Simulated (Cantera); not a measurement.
Cantera run:

```python
import numpy as np
import cantera as ct

gas_names = """
    B BCL BCL2 BCL3 BN B2 CL CL2 N N2
""".split()
cond_names = """
    B(b) B(L) BN(s)
""".split()


# ... load() reads the species with a 1 bar reference pressure and builds the phases ...
atoms = {
    'BCl3': {'B': 1, 'CL': 3},
    'N2': {'N': 2},
}
top_T = {'BN(s)': 3200}  # K; cautious upper limits of use, not melting points


# ... equilibrate(T, P, feed) seeds the gas with the atoms and calls Mixture.equilibrate('TP', solver="vcs", rtol=1e-11, max_steps=5000) ...
results = []
P = 14000  # Pa
for T in [1075, 1100, 1125, 1150, 1175, 1200, 1225, 1250, 1275, 1300, 1325, 1350]:
    for m in [0.25, 0.34, 0.47, 0.64, 0.88, 1.2, 1.7, 2.3, 3.1, 4.3, 5.8, 8, 11]:
        feed = {'BCl3': 1, 'N2': m}  # mol
        mix = equilibrate(T, P, feed)
        results.append((T, P, feed, dict(zip(mix.species_names, mix.species_moles))))

for T, P, feed, n in results:
    print(f"{T:7g} {feed['N2']:10.4g}  " + (" + ".join(c for c in cond_names if n.get(c, 0) > 1e-12) or "gas only"))
```

Output:

```
   1075       0.25  BN(s)
   1075       0.34  BN(s)
   1075       0.47  BN(s)
   1075       0.64  BN(s)
   1075       0.88  BN(s)
   1075        1.2  BN(s)
   1075        1.7  BN(s)
   1075        2.3  BN(s)
   1075        3.1  BN(s)
   1075        4.3  BN(s)
   1075        5.8  BN(s)
   1075          8  BN(s)
   1075         11  BN(s)
   1100       0.25  BN(s)
   1100       0.34  BN(s)
   1100       0.47  BN(s)
   1100       0.64  BN(s)
   1100       0.88  BN(s)
   1100        1.2  BN(s)
   1100        1.7  BN(s)
   1100        2.3  BN(s)
   1100        3.1  BN(s)
   1100        4.3  BN(s)
   1100        5.8  BN(s)
   1100          8  BN(s)
   1100         11  BN(s)
   1125       0.25  BN(s)
   1125       0.34  BN(s)
   1125       0.47  BN(s)
   1125       0.64  BN(s)
   1125       0.88  BN(s)
   1125        1.2  BN(s)
   1125        1.7  BN(s)
   1125        2.3  BN(s)
   1125        3.1  BN(s)
   1125        4.3  BN(s)
   1125        5.8  BN(s)
   1125          8  BN(s)
   1125         11  BN(s)
   1150       0.25  BN(s)
   1150       0.34  BN(s)
   1150       0.47  BN(s)
   1150       0.64  BN(s)
   1150       0.88  BN(s)
   1150        1.2  BN(s)
   1150        1.7  BN(s)
   1150        2.3  BN(s)
   1150        3.1  BN(s)
   1150        4.3  BN(s)
   1150        5.8  BN(s)
   1150          8  BN(s)
   1150         11  BN(s)
   1175       0.25  BN(s)
   1175       0.34  BN(s)
   1175       0.47  BN(s)
   1175       0.64  BN(s)
   1175       0.88  BN(s)
   1175        1.2  BN(s)
   1175        1.7  BN(s)
   1175        2.3  BN(s)
   1175        3.1  BN(s)
   1175        4.3  BN(s)
   1175        5.8  BN(s)
   1175          8  BN(s)
   1175         11  BN(s)
   1200       0.25  BN(s)
   1200       0.34  BN(s)
   1200       0.47  BN(s)
   1200       0.64  BN(s)
   1200       0.88  BN(s)
   1200        1.2  BN(s)
   1200        1.7  BN(s)
   1200        2.3  BN(s)
   1200        3.1  BN(s)
   1200        4.3  BN(s)
   1200        5.8  BN(s)
   1200          8  BN(s)
   1200         11  BN(s)
   1225       0.25  BN(s)
   1225       0.34  BN(s)
   1225       0.47  BN(s)
   1225       0.64  BN(s)
   1225       0.88  BN(s)
   1225        1.2  BN(s)
   1225        1.7  BN(s)
   1225        2.3  BN(s)
   1225        3.1  BN(s)
   1225        4.3  BN(s)
   1225        5.8  BN(s)
   1225          8  BN(s)
   1225         11  BN(s)
   1250       0.25  BN(s)
   1250       0.34  BN(s)
   1250       0.47  BN(s)
   1250       0.64  BN(s)
   1250       0.88  BN(s)
   1250        1.2  BN(s)
   1250        1.7  BN(s)
   1250        2.3  BN(s)
   1250        3.1  BN(s)
   1250        4.3  BN(s)
   1250        5.8  BN(s)
   1250          8  BN(s)
   1250         11  BN(s)
   1275       0.25  BN(s)
   1275       0.34  BN(s)
   1275       0.47  BN(s)
   1275       0.64  BN(s)
   1275       0.88  BN(s)
   1275        1.2  BN(s)
   1275        1.7  BN(s)
   1275        2.3  BN(s)
   1275        3.1  BN(s)
   1275        4.3  BN(s)
   1275        5.8  BN(s)
   1275          8  BN(s)
   1275         11  BN(s)
   1300       0.25  BN(s)
   1300       0.34  BN(s)
   1300       0.47  BN(s)
   1300       0.64  BN(s)
   1300       0.88  BN(s)
   1300        1.2  BN(s)
   1300        1.7  BN(s)
   1300        2.3  BN(s)
   1300        3.1  BN(s)
   1300        4.3  BN(s)
   1300        5.8  BN(s)
   1300          8  BN(s)
   1300         11  BN(s)
   1325       0.25  BN(s)
   1325       0.34  BN(s)
   1325       0.47  BN(s)
   1325       0.64  BN(s)
   1325       0.88  BN(s)
   1325        1.2  BN(s)
   1325        1.7  BN(s)
   1325        2.3  BN(s)
   1325        3.1  BN(s)
   1325        4.3  BN(s)
   1325        5.8  BN(s)
   1325          8  BN(s)
   1325         11  BN(s)
   1350       0.25  BN(s)
   1350       0.34  BN(s)
   1350       0.47  BN(s)
   1350       0.64  BN(s)
   1350       0.88  BN(s)
   1350        1.2  BN(s)
   1350        1.7  BN(s)
   1350        2.3  BN(s)
   1350        3.1  BN(s)
   1350        4.3  BN(s)
   1350        5.8  BN(s)
   1350          8  BN(s)
   1350         11  BN(s)
```

Method: chemical equilibrium by Gibbs-energy minimisation in Cantera with the NASA 1993 tables (ideal gas, pure condensed phases). N2 is the only nitrogen source here; it is nearly inert below about 1500 K, so the nitride shown seldom forms there in practice. The tables' values for BCl2 are old estimates.
